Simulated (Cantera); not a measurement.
**Stirred combustor or abatement burner**

A perfectly stirred reactor is fed with 5.56 % C2H6, 19.5 % O2, 73.4 % N2, 1.56 % CO2, at 910000 Pa; it is adiabatic with a 575 K inlet, and is followed from long to short residence time, starting on the burning branch (τ in s: 0.2, 0.062, 0.019, 0.006, 0.0019, 0.00058, 0.00018, 5.6e-05, 1.7e-05).

Model: GRI-Mech 3.0 (53 species, 325 reactions), integrated in Cantera.

```
τ (s)    T (K)    x C2H6     x O2  x H2O    x HO2     x CH3    x CH2
-------  -----  --------  -------  -----  -------  --------  -------
0.20      2420   1.27e-8  0.00526  0.156  1.59e-6   1.16e-7  9.78e-9
0.062     2419   4.08e-8  0.00543  0.156  1.64e-6   3.66e-7  3.12e-8
0.019     2417   1.32e-7  0.00585  0.156  1.80e-6   1.12e-6  9.84e-8
0.0060    2409   4.11e-7  0.00666  0.156  2.15e-6   3.07e-6  2.87e-7
0.0019    2389   1.27e-6  0.00812  0.154  2.97e-6   7.40e-6  7.65e-7
0.00058   2349   4.01e-6   0.0106  0.152  4.93e-6   1.61e-5  1.88e-6
0.00018   2290   1.20e-5   0.0141  0.149  9.18e-6   3.42e-5  4.25e-6
5.6e-5    2208   3.63e-5   0.0189  0.145  1.82e-5   8.27e-5  9.44e-6
1.7e-5    2086  0.000138   0.0280  0.140  4.26e-5  0.000268  2.35e-5
```
x: mole fraction; the columns are a selection and need not sum to one.
